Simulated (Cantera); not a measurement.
What does this Cantera script print?

```python
import numpy as np
import cantera as ct

gas_names = """
    C CO CO2 C2 C2O C3 C3O2 C4 C5 Fe FeC5O5 FeO O O2 O3
""".split()
cond_names = """
    C(gr) Fe(a) Fe(c) Fe(d) Fe(L) FeC5O5(L) FeO(s) FeO(L) Fe2O3(s) Fe3O4(s)
""".split()


# ... load() reads the species with a 1 bar reference pressure and builds the phases ...
atoms = {
    'Fe2O3': {'Fe': 2, 'O': 3},
    'C': {'C': 1},
    'CO': {'C': 1, 'O': 1},
}
top_T = {'C(gr)': 4500, 'Fe2O3(s)': 1830, 'Fe3O4(s)': 1870}  # K; cautious upper limits of use, not melting points


# ... equilibrate(T, P, feed) seeds the gas with the atoms and calls Mixture.equilibrate('TP', solver="vcs", rtol=1e-11, max_steps=5000) ...
results = []
T = 1750  # K
P = 1600  # Pa
for m in [0.43, 0.85, 1.3, 1.7, 2.1, 2.5, 3, 3.4, 3.8, 4.2, 4.6, 5.1]:
    feed = {'Fe2O3': 1, 'C': m, 'CO': 1.1}  # mol
    mix = equilibrate(T, P, feed)
    results.append((T, P, feed, dict(zip(mix.species_names, mix.species_moles))))
    x = sorted(zip(gas.X, gas.species_names), reverse=True)
    print(f"T = {T:g} K  P = {P:g} Pa  n(C) = {m:g} mol  gas = {mix.phase_moles(0):.4g} mol")
    print("   x: " + "  ".join(f"{s} {v:.3e}" for v, s in x if v > 1e-06))
    print("   condensed (mol): " + ("  ".join(f"{mix.phase(i).name} {mix.phase_moles(i):.4g}"
          for i in range(1, mix.n_phases) if mix.phase_moles(i) > 1e-12) or "none"))
```

It prints:

```
T = 1750 K  P = 1600 Pa  n(C) = 0.43 mol  gas = 1.53 mol
   x: CO 6.271e-01  CO2 3.727e-01  Fe 1.871e-04  FeO 4.032e-06
   condensed (mol): FeO(L) 2
T = 1750 K  P = 1600 Pa  n(C) = 0.85 mol  gas = 1.952 mol
   x: CO 8.860e-01  CO2 1.131e-01  Fe 8.709e-04  FeO 4.032e-06
   condensed (mol): Fe(d) 0.06905  FeO(L) 1.929
T = 1750 K  P = 1600 Pa  n(C) = 1.3 mol  gas = 2.402 mol
   x: CO 8.860e-01  CO2 1.131e-01  Fe 8.709e-04  FeO 4.032e-06
   condensed (mol): Fe(d) 0.5696  FeO(L) 1.428
T = 1750 K  P = 1600 Pa  n(C) = 1.7 mol  gas = 2.802 mol
   x: CO 8.860e-01  CO2 1.131e-01  Fe 8.709e-04  FeO 4.032e-06
   condensed (mol): Fe(d) 1.015  FeO(L) 0.983
T = 1750 K  P = 1600 Pa  n(C) = 2.1 mol  gas = 3.203 mol
   x: CO 8.860e-01  CO2 1.131e-01  Fe 8.709e-04  FeO 4.032e-06
   condensed (mol): Fe(d) 1.459  FeO(L) 0.5377
T = 1750 K  P = 1600 Pa  n(C) = 2.5 mol  gas = 3.603 mol
   x: CO 8.860e-01  CO2 1.131e-01  Fe 8.709e-04  FeO 4.032e-06
   condensed (mol): Fe(d) 1.904  FeO(L) 0.09244
T = 1750 K  P = 1600 Pa  n(C) = 3 mol  gas = 4.104 mol
   x: CO 9.991e-01  Fe 8.709e-04  CO2 1.624e-06
   condensed (mol): C(gr) 6.663e-06  Fe(d) 1.996
T = 1750 K  P = 1600 Pa  n(C) = 3.4 mol  gas = 4.104 mol
   x: CO 9.991e-01  Fe 8.709e-04  CO2 1.624e-06
   condensed (mol): C(gr) 0.4  Fe(d) 1.996
T = 1750 K  P = 1600 Pa  n(C) = 3.8 mol  gas = 4.104 mol
   x: CO 9.991e-01  Fe 8.709e-04  CO2 1.624e-06
   condensed (mol): C(gr) 0.8  Fe(d) 1.996
T = 1750 K  P = 1600 Pa  n(C) = 4.2 mol  gas = 4.104 mol
   x: CO 9.991e-01  Fe 8.709e-04  CO2 1.624e-06
   condensed (mol): C(gr) 1.2  Fe(d) 1.996
T = 1750 K  P = 1600 Pa  n(C) = 4.6 mol  gas = 4.104 mol
   x: CO 9.991e-01  Fe 8.709e-04  CO2 1.624e-06
   condensed (mol): C(gr) 1.6  Fe(d) 1.996
T = 1750 K  P = 1600 Pa  n(C) = 5.1 mol  gas = 4.104 mol
   x: CO 9.991e-01  Fe 8.709e-04  CO2 1.624e-06
   condensed (mol): C(gr) 2.1  Fe(d) 1.996
```

These are equilibrium values from Cantera (NASA tables, ideal gas, pure condensed phases), not measurements of a reactor. Iron dissolves carbon and melts from about 1420 K in contact with it, which pure phases cannot show. Mutual solubility and eutectic melting of coexisting phases are not modelled. The tables' stoichiometric FeO is somewhat more stable than real wüstite, so its field is too wide. FeO: taken at fixed stoichiometry. Condensed phases not in the tables: cementite and carbon dissolved in iron.
